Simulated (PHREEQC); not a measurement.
Polishing slurry liquid

A solution holds 0.051 mol/kgw H2SO4, 6.1e-06 mol/kgw H4SiO4 and 0.087 mol/kgw KH2PO4, at 60 °C. Closed to the air; pH follows from the charge balance.

Model: ion-association model, wateq4f.dat, run in PHREEQC.

Each row changes one thing in this solution. No solid was allowed to form.

| case | pH | ionic strength (mol/kgw) | H2PO4- (mol/kgw) | HSO4- (mol/kgw) | SO4-2 (mol/kgw) | KSO4- (mol/kgw) |
|---|---|---|---|---|---|---|
| as made | 1.87 | 0.117 | 0.0276 | 0.0259 | 0.0191 | 0.00599 |
| H4SiO4 left out | 1.87 | 0.117 | 0.0276 | 0.0259 | 0.0191 | 0.00599 |
| H4SiO4 replaced by H2SiF6 at the same molality | 1.87 | 0.117 | 0.0276 | 0.0259 | 0.0191 | 0.00599 |
| KH2PO4 from 0.087 to 0.0957 mol/kgw | 1.92 | 0.124 | 0.0328 | 0.0241 | 0.0201 | 0.00677 |
| temperature from 60 to 35 °C | 1.77 | 0.126 | 0.0280 | 0.0220 | 0.0237 | 0.00526 |
| temperature from 60 to 55 °C | 1.85 | 0.119 | 0.0276 | 0.0251 | 0.0200 | 0.00589 |
| temperature from 60 to 15 °C | 1.70 | 0.135 | 0.0293 | 0.0195 | 0.0272 | 0.00434 |

Species that the database lacks are ignored. H3PO4, which wateq4f.dat lacks, is added to it with the constant of phreeqc.dat. Away from 25 °C the constants follow the database's enthalpies or fits; those with neither stay at their 25 °C values. SiF6-2 is the database's only silicon fluoride.
